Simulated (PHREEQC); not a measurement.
A column of 1 m (40 cells, dispersivity 0.08 m, 720 s a shift, diffusion coefficient 3e-10 m²/s) holds 0.011 eq of the database's cation exchanger X per kg of pore water, first in equilibrium with 0.0075 mol ZnSO4, 0.012 mol NaCl, 0.00041 mol KCl and 1e-05 mol HCl per kg of water. It is flushed with 0.42 mmol/kgw MgSO4, 3.9 mmol/kgw CdCl2 and 0.01 mmol/kgw HCl, at 25 °C. Values are for the last cell. CO2 from the air is kept out. No solid was allowed to form.

Base run: PHREEQC, ion-association model, phreeqc.dat. Each further column changes one thing. The table gives Mg in solution (mol/kgw).

| pore volumes | base | exchange capacity from 0.011 to 0.0055 eq/kgw | dispersivity from 0.08 to 0.16 m |
|---|---|---|---|
| 0 | 0 | 0 | 0 |
| 0.6125 | 5.06e-6 | 1.68e-5 | 2.17e-5 |
| 1.212 | 7.80e-5 | 0.000159 | 0.000118 |
| 1.812 | 0.000189 | 0.000289 | 0.000210 |
| 2.413 | 0.000283 | 0.000364 | 0.000282 |
| 3.163 | 0.000355 | 0.000403 | 0.000341 |
| 3.763 | 0.000385 | 0.000414 | 0.000370 |
| 4.362 | 0.000401 | 0.000418 | 0.000389 |
| 4.963 | 0.000410 | 0.000419 | 0.000400 |
